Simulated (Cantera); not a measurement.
Feed: 1 mol CaO, 4.7 mol O2, 1.3 mol N2, at 1325 °C and 1 atm.

Method: chemical equilibrium by Gibbs-energy minimisation in Cantera with the NASA 1993 tables (ideal gas, pure condensed phases). Candidate condensed phases: Ca, CaO; 12 gas species. Kinetics and transport are ignored.

Base state: O2 0.782, N2 0.216, NO 0.00194, NO2 1.53e-5, O 1.24e-5 (mole fractions); condensed: CaO(s).

Problem. What changes in the equilibrium state with this change: temperature from 1325 °C to 1600 °C?

Solution. 
```tsv
species	before	after
O2	0.782	0.780
N2	0.216	0.214
NO	0.00194	0.00530
O	1.24e-5	0.000207
NO2	1.53e-5	2.24e-5
CaO(s), mol	1.00	1.00
```
